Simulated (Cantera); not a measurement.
Charge: 1 mol Si3H8, 6.6 mol H2, at 1000 Pa.

These are equilibrium values from Cantera (NASA tables, ideal gas, pure condensed phases), not measurements of a reactor. Candidate condensed phases: Si; 9 gas species. The feed counts by its element totals alone. Gases not in the tables: Si2H6 and higher silanes. Rates play no part.

Question: At 1525 °C, list the 5 most abundant gas species with their mole fractions, and the condensed phases.

Answer: H2 0.996, H 0.00351, Si 0.000308, SiH 3.53e-5, SiH2 2.94e-5. Condensed: Si(l).
